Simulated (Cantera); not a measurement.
Input (Python, Cantera) and output of one run.

```python
import numpy as np
import cantera as ct

gas_names = """
    H HNO HNO2 HNO3 HO2 H2 H2O H2O2 N NH NH2 NH3 NH2OH NO NO2 NO3 N2 N2H2 N2H4 N2O O OH O2 O3 V VN VO
    VO2
""".split()
cond_names = """
    H2O(s) H2O(L) V(cr) V(L) VN(s) VO(s) VO(L) V2O3(s) V2O3(L) V2O4(I) V2O4(II) V2O4(L) V2O5(s) V2O5(L)
""".split()


def load(file, names, dense=False):
    # The tables refer to 1 bar. Condensed volumes are neglected.
    table = {s.name: s for s in ct.Species.list_from_file(file)}
    out = []
    for n in names:
        d = dict(table[n].input_data)
        d["thermo"] = dict(d["thermo"], **{"reference-pressure": 1e5})
        if dense:
            d["equation-of-state"] = {"model": "constant-volume", "density": "1e6 g/cm^3"}
        out.append(ct.Species.from_dict(d))
    return out


gas = ct.Solution(thermo="ideal-gas", species=load("nasa_gas.yaml", gas_names))
cond = {s.name: ct.Solution(thermo="fixed-stoichiometry", species=[s], name=s.name)
        for s in load("nasa_condensed.yaml", cond_names, dense=True)}
atoms = {
    'V2O5': {'V': 2, 'O': 5},
    'H2': {'H': 2},
    'N2': {'N': 2},
}
top_T = {'VN(s)': 2300}  # K; cautious upper limits of use, not melting points


def equilibrate(T, P, feed):
    n = {}
    for name, mol in feed.items():
        for a, k in atoms[name].items():
            n[a] = n.get(a, 0.0) + k * mol
    gas.TPX = T, P, n
    mass = sum(n.values()) * gas.mean_molecular_weight
    gas.equilibrate("TP")
    valid = [c for c in cond.values() if c.min_temp <= T <= top_T.get(c.name, c.max_temp)]
    mix = ct.Mixture([(gas, mass / gas.mean_molecular_weight)] + [(c, 0.0) for c in valid])
    mix.T, mix.P = T, P
    mix.equilibrate("TP", solver="vcs", rtol=1e-11, max_steps=5000)
    return mix


results = []
feed = {'V2O5': 1, 'H2': 680, 'N2': 22}  # mol
T = 2223  # K
P = 160000  # Pa
mix = equilibrate(T, P, feed)
results.append((T, P, feed, dict(zip(mix.species_names, mix.species_moles))))
print(gas.report(threshold=0.001))
for i in range(1, mix.n_phases):
    print(f"{mix.phase(i).name:16s} {mix.phase_moles(i):12.5e} mol")
```

Output:

```
       temperature   2223 K
          pressure   1.6e+05 Pa
           density   0.025055 kg/m^3
  mean mol. weight   2.8943 kg/kmol
   phase of matter   gas

                          1 kg             1 kmol
                     ---------------   ---------------
          enthalpy        2.1026e+07        6.0857e+07  J
   internal energy         1.464e+07        4.2374e+07  J
           entropy             66340        1.9201e+05  J/K
    Gibbs function       -1.2645e+08       -3.6598e+08  J
 heat capacity c_p             12082             34969  J/K
 heat capacity c_v            9209.4             26655  J/K

                      mass frac. Y      mole frac. X     chem. pot. / RT
                     ---------------   ---------------   ---------------
                 H         0.0017277         0.0049607           -9.6969
                H2           0.66832           0.95948           -19.394
               H2O           0.02647         0.0042528           -46.019
                N2           0.30255          0.031258           -30.298
     [  +24 minor]        0.00093774        4.4236e-05

V(L)              0.00000e+00 mol
VN(s)             0.00000e+00 mol
VO(L)             1.97388e+00 mol
V2O3(s)           0.00000e+00 mol
V2O4(L)           0.00000e+00 mol
V2O5(L)           0.00000e+00 mol
```

Cantera equilibrium calculation (NASA polynomials, part measured and part estimated; ideal gas, pure solids and liquids). VO: taken at fixed stoichiometry.
